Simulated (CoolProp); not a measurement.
R1234ze(Z) along the isobar 4.83 MPa: density (kg/m³) from the reference equation and from simpler models built on Tc = 423.3 K, pc = 3.531 MPa, ω = 0.327; each cubic takes its own stable root.

Computed with CoolProp (reference Helmholtz-energy equation of state, Akasaka 2019).

```json
[
 {"T (K)": "321.3", "phase": "liquid", "reference": "1180"},
 {"T (K)": "333.1", "phase": "liquid", "reference": "1148"},
 {"T (K)": "345", "phase": "liquid", "reference": "1113"},
 {"T (K)": "356.9", "phase": "liquid", "reference": "1075"},
 {"T (K)": "368.8", "phase": "liquid", "reference": "1035"},
 {"T (K)": "380.6", "phase": "liquid", "reference": "991.9"},
 {"T (K)": "392.5", "phase": "liquid", "reference": "942.7"},
 {"T (K)": "404.4", "phase": "liquid", "reference": "885.4"},
 {"T (K)": "416.3", "phase": "liquid", "reference": "814.3"},
 {"T (K)": "428.1", "phase": "supercritical", "reference": "715.3"},
 {"T (K)": "440", "phase": "supercritical", "reference": "524.1"}
]
```

How far does each simpler model (Redlich-Kwong, Soave-Redlich-Kwong) lie from the reference over these 11 states: mean and median of the absolute difference, and the worst?


- Redlich-Kwong: mean 22.7 %, median 23.4 %, worst -25.0 % at 416.3 K and 4.83 MPa
- Soave-Redlich-Kwong: mean 21.0 %, median 20.4 %, worst -25.3 % at 428.1 K and 4.83 MPa
